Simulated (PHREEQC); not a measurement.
PHREEQC input (Pitzer model, pitzer.dat):

```
SOLUTION 1
  temp 25
  units mol/kgw
  pH 7 charge
  C(4) 0.1453
  Na 0.1506
  Cl 0.051
  K 0.051
END
USE solution 1
INCREMENTAL_REACTIONS false
REACTION 1
  H2O -1
  0 9.886 18.011 24.689 30.178 34.689 38.397 41.444
  43.949 46.007 47.699 49.089 50.232 51.172 51.944 52.578
  53.1 53.528 53.88 54.17 54.408 54.603 54.764 54.896
  55.005 55.094 55.168 55.228 moles
EQUILIBRIUM_PHASES 1
  Halite 0 0
  Kalicinite 0 0
  Nahcolite 0 0
  Natron 0 0
  Sylvite 0 0
  Trona 0 0
SELECTED_OUTPUT 1
  -reset false
  -pH true
  -pe true
  -ionic_strength true
  -water true
  -activities H2O
  -totals C Cl K Na
  -molalities H+ Na+ K+ Cl- CO3-2 OH- HCO3- CO2
  -equilibrium_phases Halite Kalicinite Nahcolite Natron Sylvite Trona
PRINT
  -reset false
END
```

Selected output (columns that matter, 19 of 28 rows; water left (kg) added in front):

```
water left (kg)	pH	mu	C	Cl	K	Na	m_H+	m_Na+	m_K+	m_Cl-	m_CO3-2	la_H2O	Nahcolite	Sylvite
1	8.4268	0.20775	0.1453	0.051	0.051	0.1506	5.7782e-09	0.1506	0.051	0.051	0.0061551	-0.0027964	0	0
0.675515	8.369	0.30762	0.2151	0.075498	0.075498	0.22294	6.8767e-09	0.22294	0.075498	0.075498	0.0091797	-0.0040773	0	0
0.555204	8.3388	0.37432	0.26171	0.091858	0.091858	0.27125	7.5048e-09	0.27125	0.091858	0.091858	0.011205	-0.0049246	0	0
0.456315	8.3074	0.45547	0.31842	0.11176	0.11176	0.33004	8.1954e-09	0.33004	0.11176	0.11176	0.013673	-0.005949	0	0
0.308242	8.2394	0.67437	0.47138	0.16545	0.16545	0.48858	9.8044e-09	0.48858	0.16545	0.16545	0.020341	-0.0086849	0	0
0.208217	8.1616	0.99845	0.69783	0.24494	0.24494	0.72328	1.1793e-08	0.72328	0.24494	0.24494	0.030227	-0.012684	0	0
0.171141	8.118	1.2148	0.84901	0.298	0.298	0.87998	1.2954e-08	0.87998	0.298	0.298	0.036826	-0.015331	0	0
0.140658	8.0707	1.4781	1.033	0.36258	0.36258	1.0707	1.4234e-08	1.0707	0.36258	0.36258	0.044845	-0.018535	0	0
0.0950179	8.0729	1.933	1.2771	0.53674	0.53674	1.3329	1.3406e-08	1.3329	0.53674	0.53674	0.063385	-0.024145	0.023948	0
0.0641676	8.2096	2.2526	1.2874	0.79479	0.79479	1.3699	9.0997e-09	1.3699	0.79479	0.79479	0.08788	-0.028323	0.062694	0
0.0527434	8.2843	2.4649	1.2926	0.96694	0.96694	1.3931	7.3208e-09	1.3931	0.96694	0.96694	0.10479	-0.031122	0.077121	0
0.0433377	8.3634	2.7223	1.2975	1.1768	1.1768	1.4198	5.7831e-09	1.4198	1.1768	1.1768	0.12575	-0.034552	0.089071	0
0.0292836	8.5372	3.409	1.3033	1.7416	1.7416	1.4843	3.3724e-09	1.4843	1.7416	1.7416	0.18308	-0.043943	0.10713	0
0.0197705	8.7454	4.4176	1.3008	2.5796	2.5796	1.5689	1.71e-09	1.5689	2.5796	2.5796	0.26918	-0.058513	0.11958	0
0.0162572	8.8701	5.0862	1.2964	3.1371	3.1371	1.6224	1.1272e-09	1.6224	3.1371	3.1371	0.32675	-0.068749	0.12422	0
0.0133565	9.0162	5.9039	1.2915	3.8184	3.8184	1.6883	6.8956e-10	1.6883	3.8184	3.8184	0.39727	-0.081951	0.12805	0
0.00901454	9.3027	6.9694	1.3552	4.4381	4.4381	1.9431	3.1837e-10	1.9431	4.4381	4.4381	0.58811	-0.097623	0.13308	0.010992
0.00607791	9.5645	7.5834	1.5405	4.2989	4.2989	2.4125	1.8777e-10	2.4125	4.2989	4.2989	0.87206	-0.1023	0.13594	0.024872
0.00499695	9.7	8.0009	1.6815	4.1981	4.1981	2.7422	1.4344e-10	2.7422	4.1981	4.1981	1.0607	-0.10567	0.1369	0.030022
```

Species that the database lacks are ignored.
